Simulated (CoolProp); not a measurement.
Model: reference Helmholtz-energy equation of state, Setzmann 1991, in CoolProp.

Task: Give the vapour pressure (bar), vapour density (kg/m³), liquid viscosity (µPa s), vapour viscosity (µPa s) of saturated methane at -141.25, -119.55 °C.

Result: 
```tsv
T (°C)	p (bar)	vapour density (kg/m³)	liquid viscosity (µPa s)	vapour viscosity (µPa s)
-141.25	4.11	6.65	78.5	5.07
-119.55	12.2	19.2	53.9	6.08
```

Viscosity comes from a separate model (Quiñones-Cisneros 2006).
